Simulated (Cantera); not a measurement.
A closed system holds: 1 mol Al, 0.36 mol Cl2, 39 mol H2, at 525 K and 0.133 bar.

Equilibrium computed with Cantera from the NASA thermochemical tables; the gas is ideal and each condensed phase is pure. Candidate condensed phases: Al, AlCl3; 12 gas species. Equilibrium is a limit: real reactors are often held back by kinetics, nucleation or transport.

Base state: H2 0.997, Al2Cl6 0.00273, AlCl3 0.000668 (mole fractions); condensed: Al(s).

Task: What changes in the equilibrium state with this change: temperature from 525 K to 900 K?

Result: 
```
species       before     after
----------  --------  --------
H2             0.997     0.993
AlCl3       0.000668   0.00583
AlCl           <1e-9  0.000628
Al2Cl6       0.00273   2.12e-6
AlCl2          <1e-9  0.000101
Al(s), mol     0.760     0.742
```
The tables' values for AlCl2 are old estimates; treat these amounts as uncertain.
